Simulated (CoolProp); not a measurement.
Model: reference Helmholtz-energy equation of state, Gedanitz 2015, in CoolProp.

Task: Give the vapour pressure (kPa), enthalpy of vaporisation (kJ/kg), liquid cp (kJ/(kg K)), surface tension (mN/m) of saturated cyclopentane at 121.55, 161.25 °C.

Result: 
```tsv
T (°C)	p (kPa)	enthalpy of vaporisation (kJ/kg)	liquid cp (kJ/(kg K))	surface tension (mN/m)
121.55	673	326	2.36	9.48
161.25	1430	279	2.65	5.33
```

Surface tension comes from a separate correlation (Mulero 2014).
